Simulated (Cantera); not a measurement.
Feed: 1 mol CH3SiCl3, 0.028 mol HCl, 6.1 mol H2, equilibrated at 2050 K and 53.0 mbar.

Cantera equilibrium calculation (NASA polynomials, part measured and part estimated; ideal gas, pure solids and liquids). Candidate condensed phases: C, C6H6, C7H8, C8H18, Si, SiC; 109 gas species. The feed counts by its element totals alone. The tables' values for SiCl3, SiCl are old estimates; treat these amounts as uncertain. The numbers say what is thermodynamically allowed, not how fast it happens.

Task: What is the equilibrium state?

Result: 
| Quantity | Result |
|---|---|
| x(H2) | 0.680 |
| x(HCl) | 0.290 |
| x(SiCl2) | 0.0183 |
| x(H) | 0.00813 |
| x(Cl) | 0.00256 |
| x(C2H2 (acetylene)) | 0.000722 |
| x(SiCl3) | 0.000287 |
| x(SiCl) | 0.000182 |
| x(Si) | 9.57e-5 |
| n(C(graphite)) | 0.160 mol |
| n(SiC(s)) | 0.826 mol |
| gas amount | 9.177 mol |
| log10 activity of Si(l) (absent) | -1.18 |
